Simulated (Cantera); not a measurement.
Feed: 1 mol Ni, 0.77 mol NH3, 15 mol H2, held at 1475 °C and 11.0 bar.

Method: chemical equilibrium by Gibbs-energy minimisation in Cantera with the NASA 1993 tables (ideal gas, pure condensed phases). Candidate condensed phases: Ni; 10 gas species. The numbers say what is thermodynamically allowed, not how fast it happens.

Base state: H2 0.977, N2 0.0233, H 6.81e-5, NH3 5.28e-5 (mole fractions); condensed: Ni(l).

Task: What changes in the equilibrium state with this change: Ni replaced by Fe?

Result: 
| species | before | after |
|---|---|---|
| H2 | 0.977 | 0.977 |
| N2 | 0.0233 | 0.0233 |
| H | 6.81e-5 | 6.81e-5 |
| NH3 | 5.28e-5 | 5.28e-5 |
| Ni(l), mol | 1.000 | 0 |
| Fe(δ), mol | 0 | 1.000 |
Further candidate phases: Fe.

Task: What changes in the equilibrium state with this change: pressure from 11.0 bar to 0.0100 bar?

Result: 
| species | before | after |
|---|---|---|
| H2 | 0.977 | 0.974 |
| N2 | 0.0233 | 0.0232 |
| H | 6.81e-5 | 0.00225 |
| Ni | 5.43e-7 | 0.000597 |
| NH3 | 5.28e-5 | 4.78e-8 |
| Ni(l), mol | 1.000 | 0.990 |

Task: What changes in the equilibrium state with this change: NH3 from 0.77 to 2.3 mol?

Result: 
```csv
species,before,after
H2,0.977,0.941
N2,0.0233,0.0586
NH3,5.28e-5,7.94e-5
H,6.81e-5,6.68e-5
"Ni(l), mol",1.000,1.000
```
